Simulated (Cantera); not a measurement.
An adiabatic, constant-pressure homogeneous reactor starts with 18.3 % CH3OH, 17.2 % O2, 64.5 % N2, equivalence ratio 1.6, at 1550 K and 0.671 atm.

Cantera simulation using GRI-Mech 3.0 (53 species, 325 reactions); the numbers are that mechanism's predictions, not measurements. GRI-Mech 3.0 was tuned for natural gas; its chemistry of methanol as a main component is partial and can be far from experiment.

x: mole fraction; the columns are a selection and need not sum to one.

```
t (s)     T (K)  x CH3OH     x O2      x O   x H2O2     x CH4
--------  -----  -------  -------  -------  -------  --------
5.00e-6    1550    0.183    0.172  4.11e-8        ?   4.33e-6
1.83e-5    1550    0.183    0.171  5.13e-8        ?   3.73e-5
6.72e-5    1553    0.179    0.169  1.30e-7        ?  0.000148
0.000247   2360   <1e-12  0.00805  0.00764        ?    <1e-12
0.000904   2668   <1e-12  0.00295  0.00244  9.28e-8    <1e-12
0.00332    2685   <1e-12  0.00249  0.00206  8.97e-8    <1e-12
0.0122     2682   <1e-12  0.00238  0.00199  8.71e-8    <1e-12
0.0446     2681   <1e-12  0.00238  0.00199  8.70e-8    <1e-12
0.164      2681   <1e-12  0.00238  0.00199  8.70e-8    <1e-12
0.600      2681   <1e-12  0.00238  0.00199  8.70e-8    <1e-12
```

Problem. Fill in the missing entries.

Solution. 
- 5.00e-6, x H2O2: 1.82e-7
- 1.83e-5, x H2O2: 8.11e-6
- 6.72e-5, x H2O2: 0.000169
- 0.000247, x H2O2: 1.14e-7
